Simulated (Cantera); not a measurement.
A perfectly stirred reactor is fed with NH3 : H2 = 1 : 7.4 (molar parts), at 12.0 Torr; it is held at 2100 K, and followed from long to short residence time.

Computed with Cantera and the gas-phase N/H chemistry of the illustrative SiF4/NH3 mechanism in the Surface Chemkin manual (1991). Walls and surfaces, which speed up NH3 decomposition in real reactors, are not modelled.

Task: What does this change do: pressure from 12.0 Torr to 750 Torr?

Result: 
| quantity | before | after |
|---|---|---|
| x(NH3) at τ = 9.60 s | 0.00388 | 0.00122 |
| x(H2) at τ = 9.60 s | 0.940 | 0.943 |
| x(N) at τ = 9.60 s | 4.40e-6 | 2.69e-7 |
| x(NH2) at τ = 9.60 s | 6.47e-5 | 1.18e-5 |
| x(H) at τ = 9.60 s | 0.00521 | 0.00302 |
| x(NH3) at τ = 0.170 s | 0.0955 | 0.0137 |
| x(H2) at τ = 0.170 s | 0.892 | 0.937 |
| x(N) at τ = 0.170 s | 2.45e-6 | 1.26e-6 |
| x(NH2) at τ = 0.170 s | 0.000457 | 9.89e-5 |
| x(H) at τ = 0.170 s | 0.00142 | 0.00225 |

Task: What does this change do: H2 7.4 to 2.7 parts?

Result: 
```tsv
quantity	before	after
x(NH3) at τ = 9.60 s	0.00388	0.0127
x(H2) at τ = 9.60 s	0.940	0.883
x(N) at τ = 9.60 s	4.40e-6	3.08e-6
x(NH2) at τ = 9.60 s	6.47e-5	0.000127
x(H) at τ = 9.60 s	0.00521	0.00294
x(NH3) at τ = 0.170 s	0.0955	0.206
x(H2) at τ = 0.170 s	0.892	0.767
x(N) at τ = 0.170 s	2.45e-6	2.61e-6
x(NH2) at τ = 0.170 s	0.000457	0.000795
x(H) at τ = 0.170 s	0.00142	0.000984
```

Task: What does this change do: temperature 2100 to 1625 K?

Result: 
```tsv
quantity	before	after
x(NH3) at τ = 9.60 s	0.00388	0.113
x(H2) at τ = 9.60 s	0.940	0.884
x(N) at τ = 9.60 s	4.40e-6	3.49e-8
x(NH2) at τ = 9.60 s	6.47e-5	4.43e-5
x(H) at τ = 9.60 s	0.00521	0.000143
x(NH3) at τ = 0.170 s	0.0955	0.119
x(H2) at τ = 0.170 s	0.892	0.881
x(N) at τ = 0.170 s	2.45e-6	4.96e-10
x(NH2) at τ = 0.170 s	0.000457	1.10e-5
x(H) at τ = 0.170 s	0.00142	3.37e-5
```
